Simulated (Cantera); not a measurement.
Input (Python, Cantera):

```python
import numpy as np
import cantera as ct

gas = ct.Solution("gri30.yaml")
gas.TPX = 625, 740000, {'CH3OH': 1, 'O2': 2.88, 'N2': 28}
inlet = ct.Reservoir(gas, clone=True)
gas.equilibrate("HP")  # start burning
reactor = ct.IdealGasConstPressureReactor(gas, energy="on", clone=False)
exhaust = ct.Reservoir(gas, clone=True)
tau = [0.12, 0.055, 0.024, 0.01, 0.0046, 0.002, 0.00088, 0.00039, 0.00017, 7.5e-05, 3.3e-05][0]
for a, b in ((inlet, reactor), (reactor, exhaust)):
    ct.MassFlowController(a, b, mdot=lambda t: reactor.mass / tau)
net = ct.ReactorNet([reactor])
show = ['CH3OH', 'O2', 'H', 'N2O', 'O', 'NO', 'H2O']

rows = []
print(f"{'tau/s':>10s}{'T/K':>9s}" + "".join(f"{s:>11s}" for s in show))
for tau in [0.12, 0.055, 0.024, 0.01, 0.0046, 0.002, 0.00088, 0.00039, 0.00017, 7.5e-05, 3.3e-05]:
    net.initial_time = 0.0
    net.advance(30 * tau)
    before = gas.X
    net.advance(40 * tau)
    drift = np.max(np.abs(gas.X - before) / (gas.X + 1e-9))
    rows.append([gas.T, *gas[show].X, drift])
    print(f"{tau:10.3e}{gas.T:9.1f}" + "".join(f"{x:11.3e}" for x in gas[show].X))
```

It prints:

```
     tau/s      T/K      CH3OH         O2          H        N2O          O         NO        H2O
 1.200e-01   1205.3  2.054e-04  4.510e-02  1.502e-07  6.712e-07  3.306e-07  2.920e-09  6.095e-02
 5.500e-02   1156.5  5.929e-04  4.814e-02  2.189e-07  2.206e-07  2.107e-07  2.561e-10  5.938e-02
 2.400e-02    625.0  3.137e-02  9.034e-02  2.029e-25 -9.372e-22  2.576e-25 -8.377e-30 -4.751e-16
 1.000e-02    625.0  3.137e-02  9.034e-02  2.027e-25 -1.811e-24  2.576e-25 -1.619e-32 -8.281e-19
 4.600e-03    625.0  3.137e-02  9.034e-02  2.024e-25 -1.139e-25  2.576e-25 -1.023e-33 -1.330e-20
 2.000e-03    625.0  3.137e-02  9.034e-02  2.018e-25 -6.976e-27  2.575e-25 -6.461e-35  1.612e-20
 8.800e-04    625.0  3.137e-02  9.034e-02  2.010e-25 -3.453e-28  2.574e-25 -4.081e-36  8.477e-21
 3.900e-04    625.0  3.137e-02  9.034e-02  2.002e-25  2.046e-29  2.572e-25 -2.578e-37  3.840e-21
 1.700e-04    625.0  3.137e-02  9.034e-02  1.995e-25  1.971e-29  2.566e-25 -1.629e-38  1.682e-21
 7.500e-05    625.0  3.137e-02  9.034e-02  1.987e-25  9.367e-30  2.553e-25 -1.029e-39  7.409e-22
 3.300e-05    625.0  3.137e-02  9.034e-02  1.976e-25  4.160e-30  2.523e-25 -6.498e-41  3.255e-22
```

Detailed kinetics in Cantera: GRI-Mech 3.0 (53 species, 325 reactions). GRI-Mech 3.0 was tuned for natural gas; its chemistry of methanol as a main component is partial and can be far from experiment.
